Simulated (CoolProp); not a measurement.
Model: reference Helmholtz-energy equation of state, McLinden 2015, in CoolProp.

Question: For the fluoroketone C6F12O (FK-5-1-12), give the phase and the cp (kJ/(kg K)), Joule-Thomson coefficient (K/MPa) at 400.8 K and 0.00296 MPa; 400.8 K and 0.137 MPa.

Answer: 
- 400.8 K and 0.00296 MPa: gas; cp 0.958, Joule-Thomson coefficient 10.7
- 400.8 K and 0.137 MPa: gas; cp 0.968, Joule-Thomson coefficient 11.4
